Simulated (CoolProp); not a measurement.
Isopentane along the isotherm 500 K: fugacity coefficient from the reference equation and from simpler models built on Tc = 460.3 K, pc = 33.78 bar, ω = 0.227; each cubic takes its own stable root.

Model: reference Helmholtz-energy equation of state, Lemmon 2006, in CoolProp. It is a short technical equation, of lower accuracy than the large ones.

```
p (bar)          phase  reference
-------  -------------  ---------
33.8     supercritical     0.7513
67.6     supercritical     0.5325
101      supercritical     0.4202
135      supercritical     0.3645
169      supercritical     0.3345
203      supercritical     0.3180
236      supercritical     0.3098
270      supercritical     0.3069
304      supercritical     0.3080
338      supercritical     0.3123
```

How far does each simpler model (Redlich-Kwong, Peng-Robinson) lie from the reference over these 10 states: mean and median of the absolute difference, and the worst?


- Redlich-Kwong: mean 3.1 %, median 3.3 %, worst +5.4 % at 500 K and 338 bar
- Peng-Robinson: mean 2.3 %, median 2.2 %, worst -4.4 % at 500 K and 338 bar
